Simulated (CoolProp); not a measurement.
Vapour-liquid equilibrium of R114 (1) + n-heptane (2) at 331.3 K; x and y are mole fractions of (1).

Values from CoolProp's multi-fluid Helmholtz-energy mixture model, Platzer 1990 and Span 2003; pair parameters Bell 2016. This equation is an older, rougher fit; its heat capacities, sound speeds and derivatives of the liquid may be far off and weren't checked against measurements.

| x | bubble pressure (kPa) | y at the bubble point | dew pressure at overall composition x (kPa) | liquid density (mol/L) |
|---|---|---|---|---|
| 0.05 | 64.61 | 0.607 | 27.47 | 6.561 |
| 0.125 | 119.7 | 0.798 | 29.79 | 6.658 |
| 0.2 | 170.5 | 0.866 | 32.53 | 6.757 |
| 0.275 | 216.6 | 0.900 | 35.81 | 6.857 |
| 0.35 | 258.2 | 0.921 | 39.83 | 6.958 |
| 0.425 | 295.6 | 0.936 | 44.85 | 7.060 |
| 0.5 | 329.8 | 0.947 | 51.32 | 7.163 |
| 0.575 | 361.6 | 0.955 | 59.95 | 7.267 |
| 0.65 | 392.2 | 0.963 | 72.06 | 7.372 |
| 0.725 | 422.7 | 0.970 | 90.27 | 7.477 |
| 0.8 | 454.3 | 0.978 | 120.7 | 7.584 |
| 0.875 | 488.2 | 0.985 | 181.1 | 7.691 |
| 0.95 | 525.5 | 0.994 | 341.7 | 7.799 |

No azeotrope shows between x = 0.05 and 0.95.

The pair parameters rest on a limited set of measurements; away from them the model extrapolates.
